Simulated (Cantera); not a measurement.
Feed: 1 mol (CH3)2SiCl2, 0.044 mol HCl, 160 mol H2, held at 0.150 bar.

Cantera equilibrium calculation (NASA polynomials, part measured and part estimated; ideal gas, pure solids and liquids). Candidate condensed phases: C, C6H6, C7H8, C8H18, Si, SiC; 109 gas species. The feed counts by its element totals alone. Gases not in the tables: Si2H6 and higher silanes. Kinetics and transport are ignored.

**Question.** Which condensed phases are stable at each of these points (T (°C)): 875, 1025, 1175, 1325, 1475, 1625, 1775, 1925, 2075, 2225, 2375?

**Answer.** 
```
T (°C)      condensed phases  Si condensed (%)
------  --------------------  ----------------
875     C(graphite) + SiC(s)             100.0
1025    C(graphite) + SiC(s)             100.0
1175    C(graphite) + SiC(s)             100.0
1325    C(graphite) + SiC(s)              99.9
1475    C(graphite) + SiC(s)              99.8
1625    C(graphite) + SiC(s)              99.6
1775    C(graphite) + SiC(s)              98.7
1925    C(graphite) + SiC(s)              92.8
2075                  SiC(s)              54.1
2225                gas only               0.0
2375                gas only               0.0
```

From 875 °C to 1925 °C the condensed part is C(graphite) + SiC(s). At 2075 °C the condensed part is SiC(s). From 2225 °C to 2375 °C nothing is condensed.
